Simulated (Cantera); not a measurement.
An isothermal, constant-pressure homogeneous reactor starts with C₂H₆ : N₂ = 1 : 16 (molar parts), at 1323 K and 0.120 bar.

Cantera simulation using GRI-Mech 3.0 (53 species, 325 reactions); the numbers are that mechanism's predictions, not measurements. GRI-Mech 3.0 stops at C3 and has no aromatics, soot or wall deposition, so with more carbon than oxygen in the feed, carbon stays in small species such as C2H2 where larger ones or solid carbon would form.

x: mole fraction; the columns are a selection and need not sum to one.

| t (s) | x C₂H₆ | x C₂H₂ | x C₂H₄ | x CH₄ | x C₂H | x HCN | x H |
|---|---|---|---|---|---|---|---|
| 3.00e-6 | 0.0588 | <1e-12 | 4.46e-10 | 8.56e-9 | <1e-12 | <1e-12 | 1.17e-9 |
| 9.49e-6 | 0.0588 | <1e-12 | 1.17e-8 | 8.52e-8 | <1e-12 | <1e-12 | 7.11e-9 |
| 3.00e-5 | 0.0588 | <1e-12 | 3.34e-7 | 8.40e-7 | <1e-12 | <1e-12 | 7.74e-8 |
| 9.49e-5 | 0.0588 | 1.63e-10 | 9.76e-6 | 8.02e-6 | <1e-12 | <1e-12 | 7.95e-7 |
| 0.000300 | 0.0584 | 9.79e-8 | 0.000249 | 6.93e-5 | <1e-12 | 7.71e-11 | 5.79e-6 |
| 0.000949 | 0.0552 | 1.47e-5 | 0.00280 | 0.000513 | 3.85e-11 | 2.26e-9 | 1.34e-5 |
| 0.00300 | (withheld) | (withheld) | (withheld) | (withheld) | 2.59e-10 | (withheld) | (withheld) |
| 0.00949 | 0.0183 | 0.00347 | 0.0304 | 0.00795 | 1.21e-9 | 9.49e-9 | 2.15e-5 |
| 0.0300 | 0.00137 | 0.0151 | 0.0324 | 0.0125 | 2.14e-9 | 1.14e-8 | 1.48e-5 |
| 0.0949 | 6.78e-5 | 0.0250 | 0.0231 | 0.0127 | 8.36e-10 | 1.14e-8 | 4.12e-6 |
| 0.300 | 7.09e-6 | 0.0316 | 0.0162 | 0.0127 | 3.56e-10 | 1.13e-8 | 1.52e-6 |
| 0.949 | 3.01e-6 | 0.0387 | 0.00878 | 0.0126 | 3.12e-10 | 1.12e-8 | 1.19e-6 |
| 3.00 | (withheld) | (withheld) | (withheld) | 0.0125 | 3.08e-10 | 1.12e-8 | (withheld) |

Task: Fill in the missing entries.

Result: 
- 0.00300, x C₂H₆: 0.0435
- 0.00300, x C₂H₂: 0.000346
- 0.00300, x C₂H₄: 0.0123
- 0.00300, x CH₄: 0.00249
- 0.00300, x HCN: 6.05e-9
- 0.00300, x H: 1.66e-5
- 3.00, x C₂H₆: 1.43e-6
- 3.00, x C₂H₂: 0.0449
- 3.00, x C₂H₄: 0.00221
- 3.00, x H: 1.09e-6
